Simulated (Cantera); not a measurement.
Charge: 1 mol SiC, 2.4 mol H₂, held at 2523 K and 10.0 mbar.

Cantera equilibrium calculation (NASA polynomials, part measured and part estimated; ideal gas, pure solids and liquids). Candidate condensed phases: C, C₆H₆, C₇H₈, C₈H₁₈, Si, SiC; 87 gas species. Gases not in the tables: Si₂H₆ and higher silanes. Kinetics and transport are ignored.

Base state: H₂ 0.575, H 0.211, Si 0.142, SiC₂ 0.0394, Si₂C 0.0216, C₂H₂ (acetylene) 0.00684, SiH 0.00275, Si₂ 0.000993 (mole fractions); condensed: C(graphite) + SiC(s).

What changes in the equilibrium state with this change: temperature from 2523 K to 2173.15 K?


| species | before | after |
|---|---|---|
| H₂ | 0.575 | 0.948 |
| H | 0.211 | 0.0470 |
| Si | 0.142 | 0.00316 |
| SiC₂ | 0.0394 | 0.000215 |
| Si₂C | 0.0216 | 0.000169 |
| C₃ | 7.09e-5 | 9.67e-8 |
| SiC | 7.31e-5 | 1.88e-7 |
| Si₃ | 4.30e-5 | 1.18e-7 |
| C(graphite), mol | 0.401 | 0 |
| SiC(s), mol | 0.199 | 0.990 |
